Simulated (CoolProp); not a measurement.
Values from CoolProp's reference Helmholtz-energy equation of state, Platzer 1990. This equation is an older, rougher fit; its heat capacities, sound speeds and derivatives of the liquid may be far off and weren't checked against measurements.

Problem. Give the vapour pressure (MPa), vapour density (kg/m³), vapour viscosity (µPa s) of saturated CF4 (R14) at 177.7 K.

Solution. 
| T (K) | p (MPa) | vapour density (kg/m³) | vapour viscosity (µPa s) |
|---|---|---|---|
| 177.7 | 0.634 | 43.8 | 11.3 |

Viscosity comes from a separate model (Huber 2003), an estimate that may be off by 10 % or more.
